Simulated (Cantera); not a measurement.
# Transport properties of process gases

Gas mixture: 100 % NH3, at 5.00 bar, frozen composition.

Cantera's kinetic-theory transport with the Lennard-Jones parameters of GRI-Mech 3.0, ideal gas; thermal conductivity in the mixture-averaged form. Polar gases are described roughly by these parameters. The composition is frozen, though it would react at the higher temperatures.

| T (K) | ρ (kg/m³) | cp (J/kg/K) | μ (µPa s) | λ (mW/m/K) | Pr | D (cm²/s) N2 | D (cm²/s) H2O | D (cm²/s) C2H2 |
|---|---|---|---|---|---|---|---|---|
| 400 | 2.56 | 2269 | 13.9 | 44.3 | 0.713 | 0.0775 | 0.0711 | 0.0591 |
| 650 | 1.58 | 2755 | 22.6 | 86.5 | 0.720 | 0.188 | 0.191 | 0.148 |
| 900 | 1.14 | 3162 | 30.6 | 134 | 0.721 | 0.332 | 0.364 | 0.267 |
| 1150 | 0.891 | 3518 | 37.9 | 184 | 0.726 | 0.506 | 0.582 | 0.411 |
| 1400 | 0.732 | 3802 | 44.6 | 233 | 0.728 | 0.707 | 0.841 | 0.577 |
| 1650 | 0.621 | 4032 | 50.8 | 281 | 0.730 | 0.932 | 1.14 | 0.764 |
D: mixture-averaged diffusion coefficient of that species in the mixture.
